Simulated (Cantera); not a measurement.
Feed: 1 mol Cu, 0.55 mol CO2, 10 mol CO, at 1400 K and 1 atm.

These are equilibrium values from Cantera (NASA tables, ideal gas, pure condensed phases), not measurements of a reactor. Candidate condensed phases: C, Cu, CuO, Cu2O; 15 gas species. Kinetics and transport are ignored.

Base state: CO 0.948, CO2 0.0521 (mole fractions); condensed: Cu(l).

### Question
What changes in the equilibrium state with this change: Cu replaced by Pb?

### Answer
```tsv
species	before	after
CO	0.948	0.940
CO2	0.0521	0.0517
Pb	0	0.00860
Cu(l), mol	1.000	0
Pb(l), mol	0	0.908
```
Further candidate phases: Pb, PbO, PbO2, Pb3O4.
